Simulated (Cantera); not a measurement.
Cantera run, input and output.

```python
import numpy as np
import cantera as ct

gas = ct.Solution("gri30.yaml")
gas.TP = 300, 85000
flame = ct.CounterflowDiffusionFlame(gas, width=0.02)
flame.fuel_inlet.X, flame.fuel_inlet.T = {'CH4': 1, 'H2': 0.048}, 525
flame.oxidizer_inlet.X, flame.oxidizer_inlet.T = {'O2': 0.25, 'N2': 0.75}, 650
flame.set_refine_criteria(ratio=3, slope=0.12, curve=0.24, prune=0.03)
show = ['OH', 'H', 'NO', 'CO', 'C2H2']

rows = []
print(f"{'mdot':>8s}{'a_max':>10s}{'a_mean':>10s}{'Tmax/K':>9s}" + "".join(f"{s:>11s}" for s in show) + "   (peak mole fractions)")
for i, mdot in enumerate([0.51, 0.68, 0.9, 1.2, 1.6, 2.1, 2.8, 3.7, 4.9]):  # kg/m2/s on the oxidiser side
    flame.oxidizer_inlet.mdot, flame.fuel_inlet.mdot = mdot, 0.74 * mdot
    flame.solve(loglevel=0, auto=(i == 0))
    if flame.T.max() < max(525, 650) + 100:
        print(f"{mdot:8.3g}  no burning solution found from the previous one")
        break
    dT = np.abs(np.gradient(flame.T, flame.grid))
    rows.append([flame.strain_rate("max"), flame.strain_rate("mean"), flame.T.max(),
                 *(flame.X[gas.species_index(s)].max() for s in show), max(dT[0], dT[-1]) / dT.max()])
    print(f"{mdot:8.3g}{rows[-1][0]:10.1f}{rows[-1][1]:10.1f}{rows[-1][2]:9.1f}" + "".join(f"{x:11.3e}" for x in rows[-1][3:-1]))
```

It prints:

```
    mdot     a_max    a_mean   Tmax/K         OH          H         NO         CO       C2H2   (peak mole fractions)
    0.51     502.2     118.8   2279.7  1.434e-02  8.195e-03  3.987e-04  7.957e-02  1.908e-02
    0.68     650.0     158.4   2265.1  1.412e-02  8.424e-03  3.613e-04  7.804e-02  1.836e-02
     0.9     838.7     209.7   2252.2  1.392e-02  8.650e-03  3.260e-04  7.672e-02  1.766e-02
     1.2    1093.8     279.6   2242.1  1.379e-02  8.929e-03  2.921e-04  7.587e-02  1.705e-02
     1.6    1425.3     372.7   2226.9  1.349e-02  9.096e-03  2.536e-04  7.484e-02  1.619e-02
     2.1    1833.7     489.2   2211.3  1.314e-02  9.213e-03  2.168e-04  7.416e-02  1.529e-02
     2.8    2391.8     652.3   2190.6  1.261e-02  9.229e-03  1.764e-04  7.355e-02  1.410e-02
     3.7    3098.2     862.0   2167.8  1.200e-02  9.131e-03  1.384e-04  7.318e-02  1.274e-02
     4.9    4023.2    1141.5   2138.7  1.119e-02  8.838e-03  1.010e-04  7.295e-02  1.102e-02
```

Computed with Cantera and GRI-Mech 3.0 (53 species, 325 reactions). GRI-Mech 3.0 has no aromatics or soot, which form on the fuel side of real flames. The maximum strain rate includes the flame's own expansion and is several times the mean.
